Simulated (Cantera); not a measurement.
A perfectly stirred reactor is fed with H₂ : O₂ : N₂ = 1.4 : 1 : 1.5 (molar parts), at 0.560 bar; it is held at 1225 K, and followed from long to short residence time.

Model: the H2/O2 subset of GRI-Mech 3.0, which has no nitrogen chemistry, integrated in Cantera. The temperature is held fixed by assumption; the heat of reaction is taken as removed at once.

**Question.** What does this change do: N2 1.5 to 8.1 parts?

**Answer.** 
| quantity | before | after |
|---|---|---|
| x(H₂) at τ = 2.90 s | 0.000129 | 6.69e-5 |
| x(O₂) at τ = 2.90 s | 0.0938 | 0.0306 |
| x(O) at τ = 2.90 s | 5.17e-6 | 9.28e-6 |
| x(OH) at τ = 2.90 s | 0.000121 | 0.000101 |
| x(H₂O₂) at τ = 2.90 s | 4.18e-7 | 2.26e-7 |
| x(H₂) at τ = 69.0 ms | 0.00153 | 0.000779 |
| x(O₂) at τ = 69.0 ms | 0.0943 | 0.0308 |
| x(O) at τ = 69.0 ms | 8.41e-5 | 0.000124 |
| x(OH) at τ = 69.0 ms | 0.000419 | 0.000357 |
| x(H₂O₂) at τ = 69.0 ms | 2.84e-6 | 1.11e-6 |
